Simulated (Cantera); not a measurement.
Cantera run, input and output.

```python
import numpy as np
import cantera as ct

gas = ct.Solution("h2o2.yaml")
gas.TPX = 1450, 1333, {'H2': 0.0091, 'O2': 1}
inlet = ct.Reservoir(gas, clone=True)

reactor = ct.IdealGasConstPressureReactor(gas, energy="off", clone=False)
exhaust = ct.Reservoir(gas, clone=True)
tau = [5.5, 1.6, 0.47, 0.14, 0.04, 0.012, 0.0034][0]
for a, b in ((inlet, reactor), (reactor, exhaust)):
    ct.MassFlowController(a, b, mdot=lambda t: reactor.mass / tau)
net = ct.ReactorNet([reactor])
show = ['H2', 'O2', 'H', 'H2O', 'H2O2']

rows = []
print(f"{'tau/s':>10s}{'T/K':>9s}" + "".join(f"{s:>11s}" for s in show))
for tau in [5.5, 1.6, 0.47, 0.14, 0.04, 0.012, 0.0034]:
    net.initial_time = 0.0
    net.advance(30 * tau)
    before = gas.X
    net.advance(40 * tau)
    drift = np.max(np.abs(gas.X - before) / (gas.X + 1e-9))
    rows.append([gas.T, *gas[show].X, drift])
    print(f"{tau:10.3e}{gas.T:9.1f}" + "".join(f"{x:11.3e}" for x in gas[show].X))
```

Result:

```
     tau/s      T/K         H2         O2          H        H2O       H2O2
 5.500e+00   1450.0  9.581e-06  9.891e-01  1.826e-05  8.731e-03  3.337e-09
 1.600e+00   1450.0  1.884e-05  9.876e-01  4.896e-05  8.584e-03  4.680e-09
 4.700e-01   1450.0  3.508e-05  9.855e-01  1.035e-04  8.414e-03  5.899e-09
 1.400e-01   1450.0  6.669e-05  9.838e-01  1.626e-04  8.253e-03  6.807e-09
 4.000e-02   1450.0  1.551e-04  9.829e-01  2.078e-04  8.060e-03  7.737e-09
 1.200e-02   1450.0  4.174e-04  9.828e-01  2.464e-04  7.666e-03  9.382e-09
 3.400e-03   1450.0  1.253e-03  9.836e-01  2.864e-04  6.629e-03  1.233e-08
```

Model: the H2/O2 subset of GRI-Mech 3.0, which has no nitrogen chemistry, integrated in Cantera. Radical loss at walls, strong at low pressure, is not modelled.
